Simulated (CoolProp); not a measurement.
Fluorine along the isotherm 163.1 K: density (kg/m³) from the reference equation and from simpler models built on Tc = 144.4 K, pc = 5240 kPa, ω = 0.045; each cubic takes its own stable root.

The numbers come from the reference Helmholtz-energy equation of state, de Reuck 1990 in CoolProp.

| p (kPa) | phase | reference | ideal gas | van der Waals | Redlich-Kwong | Soave-Redlich-Kwong | Peng-Robinson |
|---|---|---|---|---|---|---|---|
| 2000 | gas | 61.70 | 56.04 | 61.58 | 61.95 | 61.86 | 62.72 |
| 4000 | gas | 139.5 | 112.1 | 139.5 | 140.4 | 139.8 | 144.0 |
| 6000 | supercritical | 246.3 | 168.1 | 252.2 | 248.4 | 245.9 | 257.3 |
| 8000 | supercritical | 411.3 | 224.2 | 447.4 | 409.2 | 400.2 | 425.0 |
| 10000 | supercritical | 618.1 | 280.2 | 593.0 | 586.8 | 573.0 | 615.1 |
| 12000 | supercritical | 753.7 | 336.2 | 664.0 | 705.4 | 693.1 | 751.2 |
| 14000 | supercritical | 834.4 | 392.3 | 710.1 | 785.0 | 774.4 | 844.3 |
| 16000 | supercritical | 890.1 | 448.3 | 744.5 | 844.2 | 834.9 | 913.8 |
| 18000 | supercritical | 932.5 | 504.3 | 772.0 | 891.5 | 883.2 | 969.1 |
| 20000 | supercritical | 966.7 | 560.4 | 795.0 | 930.9 | 923.3 | 1015 |
